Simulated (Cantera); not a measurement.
## Pyrogenic steam for wet oxidation

An isothermal, constant-pressure homogeneous reactor starts with 28.5 % H2, 7.69 % O2, 63.8 % N2, equivalence ratio 1.9, at 1248 K and 0.132 atm.

Cantera simulation using GRI-Mech 3.0 (53 species, 325 reactions); the numbers are that mechanism's predictions, not measurements. The temperature is held fixed by assumption; the heat of reaction is taken as removed at once.

| t (s) | x H2 | x O2 | x NO | x H2O2 | x H |
|---|---|---|---|---|---|
| 0.000200 | 0.285 | 0.0769 | <1e-12 | 5.37e-9 | 2.03e-5 |
| 0.000632 | 0.0850 | 0.00296 | 1.41e-6 | 1.01e-7 | 0.115 |
| 0.00200 | 0.111 | 0.000313 | 3.87e-6 | 3.44e-8 | 0.0565 |
| 0.00632 | 0.130 | 2.58e-5 | 4.33e-6 | 9.59e-9 | 0.0203 |
| 0.0200 | 0.138 | 2.32e-6 | 4.39e-6 | 2.74e-9 | 0.00658 |
| 0.0632 | 0.140 | 2.23e-7 | 4.33e-6 | 7.48e-10 | 0.00209 |
| 0.200 | 0.141 | 2.21e-8 | 4.06e-6 | 1.71e-10 | 0.000656 |
| 0.632 | 0.142 | 2.19e-9 | 3.40e-6 | 2.87e-11 | 0.000205 |
| 2.00 | 0.142 | 2.17e-10 | 2.26e-6 | 3.63e-12 | 6.42e-5 |
| 6.32 | 0.142 | 2.23e-11 | 1.04e-6 | <1e-12 | 2.06e-5 |
| 20.0 | 0.142 | 2.38e-12 | 3.44e-7 | <1e-12 | 6.73e-6 |
x: mole fraction; the columns are a selection and need not sum to one.

Equilibrium at this temperature and pressure: H2 0.142, O2 <1e-12, NO 6.16e-11, H2O2 <1e-12, H 4.85e-7 (gas phase only).
